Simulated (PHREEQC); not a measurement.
1 kg of water holding 0.34 mol NaCl and 0.18 mol SrCl2 is evaporated at 30 °C; the solids stay in contact with the brine. The system is closed to CO2. The run lets Halite precipitate or redissolve, and no other solid.

The series has 15 steps of water left (kg), from 1 to 0.06418.

All values are PHREEQC results (Pitzer model, pitzer.dat), not measurements.

**Question.** Which solids form, in which order, and at which step of the series does each first stand?

**Answer.** Halite from water left = 0.09502 kg.

Species that the database lacks are ignored.
